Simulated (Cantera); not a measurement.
Input: 1 mol NH₃, 0.31 mol H₂, 2.8 mol N₂, at 1525 K and 1.00 bar.

These are equilibrium values from Cantera (NASA tables, ideal gas, pure condensed phases), not measurements of a reactor. Kinetics and transport are ignored.

Base state: N₂ 0.646, H₂ 0.354, H 1.41e-5 (mole fractions); condensed: gas only.

Problem. What changes in the equilibrium state with this change: NH₃ replaced by SO₂?

Solution. 
```csv
species,before,after
N₂,0.646,0.694
SO₂,0,0.210
H₂O,0,0.0727
H₂,0.354,0.00288
S₂,0,0.0163
SO,0,0.00165
H₂S,0,0.00119
S₂O,0,0.00104
```
Further candidate phases: H₂O, H₂SO₄, S.
